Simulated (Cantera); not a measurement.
Charge: 1 mol C2H6, 2.2 mol NH3, 7.7 mol N2, 28 mol H2, held at 2125 °C and 1 atm.

Method: chemical equilibrium by Gibbs-energy minimisation in Cantera with the NASA 1993 tables (ideal gas, pure condensed phases). Candidate condensed phases: C, C6H6, C7H8, C8H18; 92 gas species. Equilibrium is a limit: real reactors are often held back by kinetics, nucleation or transport.

Base state: H2 0.767, N2 0.191, HCN 0.0208, H 0.0137, C2H2 (acetylene) 0.00530, HNC 0.00215, CH4 0.000106, CH3 3.49e-5 (mole fractions); condensed: C(graphite).

Task: What changes in the equilibrium state with this change: pressure from 1 atm to 1.80 bar?

Result: 
```json
[
 {"species": "H2", "before": "0.767", "after": "0.769"},
 {"species": "N2", "before": "0.191", "after": "0.192"},
 {"species": "HCN", "before": "0.0208", "after": "0.0208"},
 {"species": "H", "before": "0.0137", "after": "0.0103"},
 {"species": "CH4", "before": "0.000106", "after": "0.000190"},
 {"species": "CH3", "before": "3.49e-5", "after": "4.68e-5"},
 {"species": "CN", "before": "1.85e-5", "after": "1.39e-5"},
 {"species": "C2H2 (acetylene)", "before": "0.00530", "after": "0.00532"},
 {"species": "C(graphite), mol", "before": "0.533", "after": "0.527"}
]
```

Task: What changes in the equilibrium state with this change: temperature from 2125 °C to 1127 °C?

Result: 
| species | before | after |
|---|---|---|
| H2 | 0.767 | 0.792 |
| N2 | 0.191 | 0.205 |
| CH4 | 0.000106 | 0.00275 |
| HCN | 0.0208 | 0.000200 |
| H | 0.0137 | 4.30e-6 |
| CN | 1.85e-5 | <1e-9 |
| C4H2 | 1.51e-5 | <1e-9 |
| C2H2 (acetylene) | 0.00530 | 2.00e-6 |
| HNC | 0.00215 | 2.38e-6 |
| CH3 | 3.49e-5 | 2.99e-7 |
| C(graphite), mol | 0.533 | 1.87 |

Task: What changes in the equilibrium state with this change: N2 from 7.7 to 1.6 mol?

Result: 
| species | before | after |
|---|---|---|
| H2 | 0.767 | 0.899 |
| N2 | 0.191 | 0.0652 |
| H | 0.0137 | 0.0149 |
| HCN | 0.0208 | 0.0131 |
| CN | 1.85e-5 | 1.08e-5 |
| HNC | 0.00215 | 0.00136 |
| CH4 | 0.000106 | 0.000146 |
| CH3 | 3.49e-5 | 4.44e-5 |
| C(graphite), mol | 0.533 | 0.984 |
